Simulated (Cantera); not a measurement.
Charge: 1 mol HMDSO, 3.9 mol O2, at 0.133 bar.

Method: chemical equilibrium by Gibbs-energy minimisation in Cantera with the NASA 1993 tables (ideal gas, pure condensed phases). Candidate condensed phases: C, C6H6, C7H8, C8H18, H2O, Si, SiC, SiO2; 123 gas species. The feed counts by its element totals alone. Mutual solubility and eutectic melting of coexisting phases are not modelled. The tables hold silica as quartz up to 1696 K and as liquid above; real silica turns to tridymite and cristobalite and melts near 1996 K. Equilibrium is a limit: real reactors are often held back by kinetics, nucleation or transport.

### Question
Which condensed phases are stable at each of these points (T (°C)): 350, 500, 650, 800, 950, 1100, 1250, 1400?

### Answer
```json
[
 {"T (°C)": "350", "condensed phases": "C(graphite) + SiO2(α-quartz)", "Si condensed (%)": "100.0"},
 {"T (°C)": "500", "condensed phases": "C(graphite) + SiO2(α-quartz)", "Si condensed (%)": "100.0"},
 {"T (°C)": "650", "condensed phases": "C(graphite) + SiO2(β-quartz)", "Si condensed (%)": "100.0"},
 {"T (°C)": "800", "condensed phases": "C(graphite) + SiO2(β-quartz)", "Si condensed (%)": "100.0"},
 {"T (°C)": "950", "condensed phases": "C(graphite) + SiO2(β-quartz)", "Si condensed (%)": "100.0"},
 {"T (°C)": "1100", "condensed phases": "C(graphite) + SiO2(β-quartz)", "Si condensed (%)": "100.0"},
 {"T (°C)": "1250", "condensed phases": "C(graphite) + SiO2(β-quartz)", "Si condensed (%)": "99.7"},
 {"T (°C)": "1400", "condensed phases": "SiC(s) + SiO2(β-quartz)", "Si condensed (%)": "90.3"}
]
```

From 350 °C to 500 °C the condensed part is C(graphite) + SiO2(α-quartz). From 650 °C to 1250 °C the condensed part is C(graphite) + SiO2(β-quartz). At 1400 °C the condensed part is SiC(s) + SiO2(β-quartz).
